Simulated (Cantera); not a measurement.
**AlN + Cl2 + H2 (nitride etching)**

Input: 1 mol AlN, 44 mol Cl2, 77 mol H2, equilibrated at 133 Pa.

Method: chemical equilibrium by Gibbs-energy minimisation in Cantera with the NASA 1993 tables (ideal gas, pure condensed phases). Candidate condensed phases: Al, AlCl3, AlN, NH4Cl; 20 gas species. The tables' values for AlCl2 are old estimates; treat these amounts as uncertain. Kinetics and transport are ignored.

| T (K) | log p HCl | log p H2 | log p AlCl3 | log p N2 | log p Cl | log p H |
|---|---|---|---|---|---|---|
| 1373 | -3.03 | -3.42 | -4.96 | -5.26 | -6.88 | -7.19 |
| 1398 | -3.03 | -3.42 | -4.96 | -5.26 | -6.73 | -7.04 |
| 1423 | -3.03 | -3.42 | -4.97 | -5.26 | -6.58 | -6.89 |
| 1448 | -3.03 | -3.42 | -4.97 | -5.26 | -6.44 | -6.75 |
| 1473 | -3.03 | -3.42 | -4.98 | -5.26 | -6.31 | -6.61 |
| 1498 | -3.03 | -3.42 | -4.98 | -5.26 | -6.18 | -6.48 |
| 1523 | -3.03 | -3.42 | -4.99 | -5.26 | -6.05 | -6.35 |
| 1548 | -3.03 | -3.42 | -5.00 | -5.26 | -5.93 | -6.22 |
| 1573 | -3.03 | -3.42 | -5.02 | -5.26 | -5.81 | -6.10 |
| 1598 | -3.03 | -3.42 | -5.04 | -5.26 | -5.69 | -5.98 |
| 1623 | -3.03 | -3.42 | -5.06 | -5.26 | -5.58 | -5.87 |
| 1648 | -3.03 | -3.42 | -5.09 | -5.26 | -5.47 | -5.76 |
| 1673 | -3.03 | -3.42 | -5.13 | -5.26 | -5.37 | -5.66 |
| 1698 | -3.03 | -3.42 | -5.18 | -5.26 | -5.27 | -5.55 |
log p: log10 of the partial pressure in bar; nothing condenses.

From 1373 K to 1698 K nothing is condensed. The main Al-bearing gas is AlCl3 throughout.
